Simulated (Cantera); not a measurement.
# Thermodynamics of iron carbonyl, mercury and lead vapours, feed PbO + CO + H2

A closed system holds: 1 mol PbO, 0.04 mol CO, 10 mol H2, at 13.3 mbar.

Method: chemical equilibrium by Gibbs-energy minimisation in Cantera with the NASA 1993 tables (ideal gas, pure condensed phases). Candidate condensed phases: C, C6H6, C7H8, C8H18, H2O, Pb, PbO, PbO2, Pb3O4; 113 gas species. Equilibrium is a limit: real reactors are often held back by kinetics, nucleation or transport.

```json
[
 {"T (°C)": "752", "x H2": "0.895", "x H2O": "0.0989", "x Pb": "0.00209", "x CO": "0.00348", "x CO2": "0.000498", "x H": "3.57e-8", "n Pb(l)": "0.979"},
 {"T (°C)": "777", "x H2": "0.894", "x H2O": "0.0988", "x Pb": "0.00349", "x CO": "0.00351", "x CO2": "0.000457", "x H": "6.64e-8", "n Pb(l)": "0.965"},
 {"T (°C)": "802", "x H2": "0.892", "x H2O": "0.0986", "x Pb": "0.00570", "x CO": "0.00354", "x CO2": "0.000421", "x H": "1.20e-7", "n Pb(l)": "0.942"},
 {"T (°C)": "827", "x H2": "0.889", "x H2O": "0.0983", "x Pb": "0.00909", "x CO": "0.00356", "x CO2": "0.000388", "x H": "2.11e-7", "n Pb(l)": "0.908"},
 {"T (°C)": "852", "x H2": "0.884", "x H2O": "0.0978", "x Pb": "0.0142", "x CO": "0.00357", "x CO2": "0.000359", "x H": "3.62e-7", "n Pb(l)": "0.855"},
 {"T (°C)": "877", "x H2": "0.877", "x H2O": "0.0971", "x Pb": "0.0217", "x CO": "0.00357", "x CO2": "0.000332", "x H": "6.05e-7", "n Pb(l)": "0.777"},
 {"T (°C)": "902", "x H2": "0.867", "x H2O": "0.0960", "x Pb": "0.0327", "x CO": "0.00355", "x CO2": "0.000307", "x H": "9.89e-7", "n Pb(l)": "0.661"},
 {"T (°C)": "927", "x H2": "0.853", "x H2O": "0.0945", "x Pb": "0.0482", "x CO": "0.00351", "x CO2": "0.000283", "x H": "1.58e-6", "n Pb(l)": "0.491"},
 {"T (°C)": "952", "x H2": "0.834", "x H2O": "0.0924", "x Pb": "0.0701", "x CO": "0.00344", "x CO2": "0.000260", "x H": "2.46e-6", "n Pb(l)": "0.243"},
 {"T (°C)": "977", "x H2": "0.815", "x H2O": "0.0903", "x Pb": "0.0906", "x CO": "0.00338", "x CO2": "0.000240", "x H": "3.78e-6", "n Pb(l)": "0"},
 {"T (°C)": "1002", "x H2": "0.815", "x H2O": "0.0904", "x Pb": "0.0906", "x CO": "0.00340", "x CO2": "0.000226", "x H": "5.76e-6", "n Pb(l)": "0"}
]
```
x: gas mole fraction; n: condensed amount in mol.

From 752 °C to 952 °C the condensed part is Pb(l). From 977 °C to 1002 °C nothing is condensed. The main Pb-bearing gas is Pb throughout.
